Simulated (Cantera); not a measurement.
A closed system holds: 1 mol Si3N4, 0.086 mol N2O, 1 mol N2, 1.4 mol H2O, at 1330 Pa.

Equilibrium computed with Cantera from the NASA thermochemical tables; the gas is ideal and each condensed phase is pure. Candidate condensed phases: H2O, Si, SiO2, Si2N2O, Si3N4; 35 gas species. Mutual solubility and eutectic melting of coexisting phases are not modelled. The tables' values for SiN are old estimates; treat these amounts as uncertain. Gases not in the tables: Si2H6 and higher silanes. Equilibrium is a limit: real reactors are often held back by kinetics, nucleation or transport.

x: gas mole fraction; n: condensed amount in mol.

```tsv
T (K)	x N2	x H2	x SiO	x H	x Si	x SiH	n Si2N2O(s)	n Si3N4(s)	n Si(l)
1025	0.530	0.470	<1e-12	2.59e-8	<1e-12	<1e-12	1.49	0.00933	0
1125	0.530	0.470	2.19e-12	2.64e-7	<1e-12	<1e-12	1.49	0.00933	0
1225	0.530	0.470	3.57e-10	1.85e-6	<1e-12	<1e-12	1.49	0.00933	0
1325	0.530	0.470	2.66e-8	9.71e-6	1.86e-11	?	1.49	0.00933	0
1425	0.530	0.470	1.07e-6	4.05e-5	1.52e-9	?	1.49	0.00933	0
1525	0.530	0.469	2.61e-5	0.000140	6.95e-8	?	1.49	0.00936	0
1625	0.530	0.469	0.000428	0.000418	1.97e-6	?	1.48	0.00976	0
1725	0.528	0.466	0.00503	0.00110	3.77e-5	?	1.47	0.0143	0
1825	0.528	0.401	0.0679	0.00242	0.000341	?	1.25	0	0.262
1925	0.515	0.232	0.248	0.00398	0.00131	?	0	0	1.50
2025	0.512	0.228	0.247	0.00796	0.00437	?	0	0	1.48
```

Task: Fill in the missing entries.

Result: 
- 1325, x SiH: 1.07e-11
- 1425, x SiH: 5.35e-10
- 1525, x SiH: 1.59e-8
- 1625, x SiH: 3.10e-7
- 1725, x SiH: 4.24e-6
- 1825, x SiH: 2.65e-5
- 1925, x SiH: 5.90e-5
- 2025, x SiH: 0.000154
